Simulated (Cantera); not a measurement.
An isothermal, constant-pressure homogeneous reactor starts with H₂ : O₂ : N₂ = 0.35 : 1 : 0.78 (molar parts), equivalence ratio 0.17, at 1250 K and 0.987 atm.

Computed with Cantera and the H2/O2 subset of GRI-Mech 3.0, which has no nitrogen chemistry. The temperature is held fixed by assumption; the heat of reaction is taken as removed at once.

One state of this run: x H₂ = 9.57e-9; x O₂ = 0.422; x H₂O = 0.179; x H₂O₂ = 4.28e-9; x OH = 9.19e-6; x O = 4.53e-8. x: mole fraction; the columns are a selection and need not sum to one.

Problem. Which value of t (s) does it belong to?
A. 0.00737
B. 0.669
C. 0.000200
D. 0.00121

Solution. B, 0.669
